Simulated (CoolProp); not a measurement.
Vapour-liquid equilibrium of R113 (1) + n-heptane (2) at 335.5 K; x and y are mole fractions of (1).

Model: multi-fluid Helmholtz-energy mixture model, Marx 1992 and Span 2003; pair parameters Bell 2016, in CoolProp.

Give the bubble pressure and the first vapour's composition at x = 0.25, 0.85, 0.95. Is there an azeotrope?

x = 0.25: 0.07084 MPa, y = 0.663; x = 0.85: 0.1439 MPa, y = 0.956; x = 0.95: 0.1553 MPa, y = 0.985. No azeotrope shows between x = 0.05 and 0.95.

The pair parameters rest on a limited set of measurements; away from them the model extrapolates.
